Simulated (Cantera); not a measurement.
Mixture: CO : H2 : O2 : N2 = 1 : 0.1 : 1.2 : 2.99 (molar parts), equivalence ratio 0.46, at 2480 Torr, adiabatic and at constant pressure. Ignition delay is the time to a rise of 400 K.

Cantera simulation using GRI-Mech 3.0 (53 species, 325 reactions); the numbers are that mechanism's predictions, not measurements. The hydrogen kinetics of GRI-Mech 3.0 are dated; newer H2 mechanisms differ, most at raised pressure. Where the delays flatten at high temperature, the 400 K rule measures the pace of heat release, not the induction time.

### Question
Predict: delay at 973 K; delay at 1123 K; delay at 1273 K; delay at 1423 K; delay at 1573 K.

### Answer
| Item | Result |
|---|---|
| delay at 973 K | 8.94 ms |
| delay at 1123 K | 0.121 ms |
| delay at 1273 K | 35.4 µs |
| delay at 1423 K | 22.3 µs |
| delay at 1573 K | 17.8 µs |
